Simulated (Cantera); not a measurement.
A perfectly stirred reactor is fed with C2H6 : N2 = 1 : 130 (molar parts), at 390 Pa; it is held at 1648 K, and followed from long to short residence time.

Detailed kinetics in Cantera: GRI-Mech 3.0 (53 species, 325 reactions). GRI-Mech 3.0 stops at C3 and has no aromatics, soot or wall deposition, so with more carbon than oxygen in the feed, carbon stays in small species such as C2H2 where larger ones or solid carbon would form. Radical loss at walls, strong at low pressure, is not modelled.

**Question.** What does this change do: N2 130 to 1300 parts?

**Answer.** 
| quantity | before | after |
|---|---|---|
| x(C2H6) at τ = 5.40 s | 5.40e-6 | 8.33e-7 |
| x(H) at τ = 5.40 s | 0.000264 | 5.70e-5 |
| x(HCN) at τ = 5.40 s | 0.000206 | 0.000149 |
| x(CH3) at τ = 5.40 s | 0.000148 | 4.28e-5 |
| x(CH4) at τ = 5.40 s | 0.000386 | 4.86e-5 |
| x(C2H6) at τ = 55.0 ms | 0.000394 | 6.28e-5 |
| x(H) at τ = 55.0 ms | 0.000427 | 0.000134 |
| x(HCN) at τ = 55.0 ms | 2.40e-5 | 1.82e-5 |
| x(CH3) at τ = 55.0 ms | 0.00145 | 0.000396 |
| x(CH4) at τ = 55.0 ms | 0.00119 | 5.29e-5 |

**Question.** What does this change do: N2 130 to 310 parts?

**Answer.** 
```json
[
 {"quantity": "x(C2H6) at τ = 5.40 s", "before": "5.40e-6", "after": "2.79e-6"},
 {"quantity": "x(H) at τ = 5.40 s", "before": "0.000264", "after": "0.000155"},
 {"quantity": "x(HCN) at τ = 5.40 s", "before": "0.000206", "after": "0.000207"},
 {"quantity": "x(CH3) at τ = 5.40 s", "before": "0.000148", "after": "8.96e-5"},
 {"quantity": "x(CH4) at τ = 5.40 s", "before": "0.000386", "after": "0.000166"},
 {"quantity": "x(C2H6) at τ = 55.0 ms", "before": "0.000394", "after": "0.000200"},
 {"quantity": "x(H) at τ = 55.0 ms", "before": "0.000427", "after": "0.000295"},
 {"quantity": "x(HCN) at τ = 55.0 ms", "before": "2.40e-5", "after": "2.60e-5"},
 {"quantity": "x(CH3) at τ = 55.0 ms", "before": "0.00145", "after": "0.000865"},
 {"quantity": "x(CH4) at τ = 55.0 ms", "before": "0.00119", "after": "0.000370"}
]
```
